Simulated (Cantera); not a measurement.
A closed system holds: 1 mol Fe, 1.1 mol CO, 270 mol N2, at 898 K and 0.370 bar.

Method: chemical equilibrium by Gibbs-energy minimisation in Cantera with the NASA 1993 tables (ideal gas, pure condensed phases). Candidate condensed phases: C, Fe, Fe(CO)5, FeO, Fe2O3, Fe3O4; 27 gas species. Condensed phases not in the tables: cementite and carbon dissolved in iron. Kinetics and transport are ignored.

Base state: N2 0.996, CO 0.00399, CO2 3.46e-5 (mole fractions); condensed: C(graphite) + Fe(α).

Problem. What changes in the equilibrium state with this change: Fe replaced by Al?

Solution. 
```
species            before    after
----------------  -------  -------
N2                  0.996     1.00
CO                0.00399  1.09e-7
CO2               3.46e-5    <1e-9
C(graphite), mol  0.00938     1.10
Fe(α), mol           1.00        0
AlN(s), mol             0    0.267
Al2O3(s), mol           0    0.367
```
Further candidate phases: Al, AlN, Al2O3.
